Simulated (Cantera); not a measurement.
What does this Cantera script print?

```python
import numpy as np
import cantera as ct

gas_names = """
    B BH BH2 BH3 BN B2 H H2 N NH NH2 NH3 N2 N2H2 N2H4
""".split()
cond_names = """
    B(b) B(L) BN(s)
""".split()


# ... load() reads the species with a 1 bar reference pressure and builds the phases ...
atoms = {
    'B2H6': {'B': 2, 'H': 6},
    'NH3': {'N': 1, 'H': 3},
}
top_T = {'BN(s)': 3200}  # K; cautious upper limits of use, not melting points


# ... equilibrate(T, P, feed) seeds the gas with the atoms and calls Mixture.equilibrate('TP', solver="vcs", rtol=1e-11, max_steps=5000) ...
results = []
feed = {'B2H6': 1, 'NH3': 0.42}  # mol
P = 12000  # Pa
for T in [823, 1023, 1223, 1423, 1623, 1823, 2023, 2223]:
    mix = equilibrate(T, P, feed)
    results.append((T, P, feed, dict(zip(mix.species_names, mix.species_moles))))

top = {s: max(r[3][s] / sum(r[3][g] for g in gas_names) for r in results) for s in gas_names}
cols = sorted((s for s in top if top[s] > 0.0001), key=lambda s: -top[s])[:9]
seen = [c for c in cond_names if any(r[3].get(c, 0) > 1e-12 for r in results)]
print("log10 of partial pressures in bar; condensed amounts in mol")
print(f"{'T/K':>10s}" + "".join(f"{s[:9]:>10s}" for s in cols + seen))
for T, P, feed, n in results:
    ng = sum(n[g] for g in gas_names)
    print(f"{T:10.4g}" + "".join(f"{np.log10(max(n[s] / ng * P / 1e5, 1e-99)):10.3f}" for s in cols)
          + "".join(f"{n.get(c, 0):10.4g}" for c in seen))
```

It prints:

```
log10 of partial pressures in bar; condensed amounts in mol
       T/K        H2        N2         H       BH2      B(b)     BN(s)
       823    -0.921   -22.643   -11.595   -11.528      1.58      0.42
      1023    -0.921   -16.401    -8.843    -9.090      1.58      0.42
      1223    -0.921   -12.210    -6.982    -7.458      1.58      0.42
      1423    -0.921    -9.205    -5.638    -6.291      1.58      0.42
      1623    -0.921    -6.947    -4.621    -5.416      1.58      0.42
      1823    -0.921    -5.189    -3.824    -4.737      1.58    0.4196
      2023    -0.924    -3.782    -3.183    -4.197     1.588      0.41
      2223    -0.938    -2.630    -2.662    -3.769     1.721    0.2739
```

Equilibrium computed with Cantera from the NASA thermochemical tables; the gas is ideal and each condensed phase is pure. The feed counts by its element totals alone. Mutual solubility and eutectic melting of coexisting phases are not modelled. The tables' values for BH2 are old estimates; treat these amounts as uncertain. Gases not in the tables: B2H6 and higher boranes.
